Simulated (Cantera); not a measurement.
## Hydrocarbon pyrolysis for carbon deposition

An isothermal, constant-pressure homogeneous reactor starts with 3.12 % CH₄, 96.9 % H₂, at 1575 K and 0.0263 atm.

Model: GRI-Mech 3.0 (53 species, 325 reactions), integrated in Cantera. GRI-Mech 3.0 stops at C3 and has no aromatics, soot or wall deposition, so with more carbon than oxygen in the feed, carbon stays in small species such as C2H2 where larger ones or solid carbon would form. Radical loss at walls, strong at low pressure, is not modelled.

| t (s) | x CH₄ | x H₂ | x C₂H₄ | x C₂H₂ | x H |
|---|---|---|---|---|---|
| 6.00e-5 | 0.0312 | 0.969 | <1e-12 | <1e-12 | 1.49e-7 |
| 0.000210 | 0.0312 | 0.969 | <1e-12 | <1e-12 | 5.40e-7 |
| 0.000733 | 0.0312 | 0.969 | 3.02e-11 | <1e-12 | 1.91e-6 |
| 0.00256 | 0.0312 | 0.969 | 1.32e-9 | 6.51e-12 | 6.70e-6 |
| 0.00896 | 0.0312 | 0.969 | 5.75e-8 | 1.37e-9 | 2.34e-5 |
| 0.0313 | 0.0312 | 0.969 | 2.32e-6 | 3.88e-7 | 7.88e-5 |
| 0.110 | 0.0310 | 0.969 | 2.88e-5 | 5.29e-5 | 0.000190 |
| 0.383 | 0.0298 | 0.969 | 3.81e-5 | 0.000584 | 0.000215 |
| 1.34 | 0.0264 | 0.971 | 3.67e-5 | 0.00228 | 0.000219 |
| 4.68 | 0.0185 | 0.975 | 3.66e-5 | 0.00611 | 0.000228 |
| 16.4 | 0.00865 | 0.980 | 4.27e-5 | 0.0109 | 0.000242 |
| 57.2 | 0.00300 | 0.983 | 4.97e-5 | 0.0136 | 0.000251 |
| 200 | 0.00136 | 0.984 | 5.23e-5 | 0.0144 | 0.000254 |
x: mole fraction; the columns are a selection and need not sum to one.

Equilibrium at this temperature and pressure: CH₄ 0.00123, H₂ 0.984, C₂H₄ 5.25e-5, C₂H₂ 0.0145, H 0.000254 (gas phase only).
